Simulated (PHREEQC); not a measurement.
Dissolve 0.014 mol/kgw CdCl2 and 4e-05 mol/kgw NaHCO3 at 5 °C. Closed to the air; pH follows from the charge balance.

Model: ion-association model, wateq4f.dat, run in PHREEQC.

| quantity | before | after |
|---|---|---|
| pH | 6.84 | 4.48 |
| ionic strength (mol/kgw) | 0.0273 | 0.0274 |
| Cl- (mol/kgw) | 0.0205 | 0.0205 |
| Cd+2 (mol/kgw) | 0.00685 | 0.00686 |
| CdCl+ (mol/kgw) | 0.00674 | 0.00675 |
| CdCl2 (mol/kgw) | 0.000388 | 0.000388 |
| SI of CdOHCl (CdOHCl) | -1.26 | -3.62 |
| SI of Halite (NaCl) | -7.75 | -7.75 |

Task: What was changed between the two runs?
A) 0.002 mol/kgw H4SiO4 added
B) temperature from 5 to 15 °C
C) diluted 100-fold with water
D) NaHCO3 replaced by NaHF2 at the same molality
E) CdCl2 from 0.014 to 0.14 mol/kgw

Result: D, NaHCO3 replaced by NaHF2 at the same molality

Precipitation was switched off in this run. Some of these states are supersaturated (in Otavite, for instance). Away from 25 °C the constants follow the database's enthalpies or fits; those with neither stay at their 25 °C values.
